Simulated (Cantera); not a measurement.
Input: 1 mol BN, 3.8 mol F₂, equilibrated at 0.133 bar.

These are equilibrium values from Cantera (NASA tables, ideal gas, pure condensed phases), not measurements of a reactor. Candidate condensed phases: B, BN; 13 gas species. Kinetics and transport are ignored.

Q: At 1348 K, list the 4 most abundant gas species with their mole fractions, and the condensed phases.

A: F 0.704, BF₃ 0.171, N₂ 0.0853, F₂ 0.0402. Condensed: gas only.
